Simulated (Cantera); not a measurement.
Charge: 1 mol Si, 0.78 mol HCl, 1.1 mol H₂, at 477 °C and 285 Torr.

These are equilibrium values from Cantera (NASA tables, ideal gas, pure condensed phases), not measurements of a reactor. The tables' values for SiCl₃ are old estimates; treat these amounts as uncertain. Rates play no part.

```tsv
species	before	after
H₂	0.871	0.719
SiCl₄	0.0847	0.231
HCl	0.000801	0.0481
SiHCl₃	0.0417	0.00156
SiH₃Cl	1.21e-5	<1e-9
SiH₂Cl₂	0.00151	7.78e-7
SiCl₃	1.71e-5	7.06e-7
Si(s), mol	0.787	0
```
Gas species are given as mole fractions.

Question: Which change was made?
A. pressure from 285 Torr to 75.0 Torr
B. HCl from 0.78 to 4.2 mol
C. Si replaced by SiCl₄
D. H₂ from 1.1 to 15 mol

Answer: B, HCl from 0.78 to 4.2 mol
